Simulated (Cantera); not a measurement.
Input: 1 mol Si, 6.6 mol H2, equilibrated at 502 °C and 78000 Pa.

Method: chemical equilibrium by Gibbs-energy minimisation in Cantera with the NASA 1993 tables (ideal gas, pure condensed phases). Candidate condensed phases: Si; 9 gas species. Equilibrium is a limit: real reactors are often held back by kinetics, nucleation or transport.

Base state: H2 1.00 (mole fractions); condensed: Si(s).

Q: What changes in the equilibrium state with this change: Si replaced by SiCl4?

A: 
```json
[
 {"species": "H2", "before": "1.00", "after": "0.860"},
 {"species": "SiCl4", "before": "0", "after": "0.123"},
 {"species": "HCl", "before": "0", "after": "0.00833"},
 {"species": "SiHCl3", "before": "0", "after": "0.00824"},
 {"species": "SiH2Cl2", "before": "0", "after": "4.25e-5"},
 {"species": "Si(s), mol", "before": "1.000", "after": "0"}
]
```
